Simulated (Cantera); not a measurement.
Cantera run:

```python
import numpy as np
import cantera as ct

gas_names = """
    B BH BH2 BH3 BO BO2 B2 B2O B2O2 B2O3 B3O3H3 H HBO HBO2 HO2 H2 H2O H2O2 H3B3O6 O OH O2 O3
""".split()
cond_names = """
    B(b) B(L) B2O3(L) B3O3H3(cr) H2O(s) H2O(L)
""".split()


# ... load() reads the species with a 1 bar reference pressure and builds the phases ...
atoms = {
    'B2H6': {'B': 2, 'H': 6},
    'H2': {'H': 2},
    'H2O': {'H': 2, 'O': 1},
}
top_T = {}  # K; cautious upper limits of use, not melting points


# ... equilibrate(T, P, feed) seeds the gas with the atoms and calls Mixture.equilibrate('TP', solver="vcs", rtol=1e-11, max_steps=5000) ...
results = []
feed = {'B2H6': 1, 'H2': 2.5, 'H2O': 0.083}  # mol
T = 1773.15  # K
for P in [10, 32, 100, 320, 1000, 3200, 10000, 32000, 100000]:
    mix = equilibrate(T, P, feed)
    results.append((T, P, feed, dict(zip(mix.species_names, mix.species_moles))))

top = {s: max(r[3][s] / sum(r[3][g] for g in gas_names) for r in results) for s in gas_names}
cols = sorted((s for s in top if top[s] > 1e-05), key=lambda s: -top[s])[:9]
seen = [c for c in cond_names if any(r[3].get(c, 0) > 1e-12 for r in results)]
print("log10 of partial pressures in bar; condensed amounts in mol")
print(f"{'P/Pa':>10s}" + "".join(f"{s[:9]:>10s}" for s in cols + seen))
for T, P, feed, n in results:
    ng = sum(n[g] for g in gas_names)
    print(f"{P:10.4g}" + "".join(f"{np.log10(max(n[s] / ng * P / 1e5, 1e-99)):10.3f}" for s in cols)
          + "".join(f"{n.get(c, 0):10.4g}" for c in seen))
```

Output:

```
log10 of partial pressures in bar; condensed amounts in mol
      P/Pa        H2         H       HBO        BO      B2O2    B3O3H3      HBO2       BH2      B2O3      B(b)
        10    -4.019    -5.555    -6.046    -6.318    -7.471   -16.224   -10.094    -7.989   -10.636     1.916
        32    -3.508    -5.299    -5.472    -5.999    -6.834   -14.502    -9.201    -7.478    -9.679     1.916
       100    -3.010    -5.050    -4.935    -5.712    -6.259   -12.892    -8.377    -6.980    -8.817     1.916
       320    -2.503    -4.797    -4.405    -5.435    -5.705   -11.301    -7.570    -6.473    -7.986     1.916
      1000    -2.007    -4.549    -3.896    -5.174    -5.184    -9.775    -6.800    -5.977    -7.204     1.917
      3200    -1.502    -4.296    -3.384    -4.915    -4.664    -8.238    -6.028    -5.472    -6.425     1.917
     1e+04    -1.007    -4.049    -2.887    -4.665    -4.165    -6.746    -5.281    -4.977    -5.676     1.917
   3.2e+04    -0.501    -3.796    -2.384    -4.415    -3.665    -5.237    -4.528    -4.471    -4.925     1.917
     1e+05    -0.006    -3.548    -1.905    -4.183    -3.201    -3.800    -3.817    -3.976    -4.231     1.918
```

These are equilibrium values from Cantera (NASA tables, ideal gas, pure condensed phases), not measurements of a reactor. The feed counts by its element totals alone. The tables' values for BH2 are old estimates; treat these amounts as uncertain. Gases not in the tables: B2H6 and higher boranes.
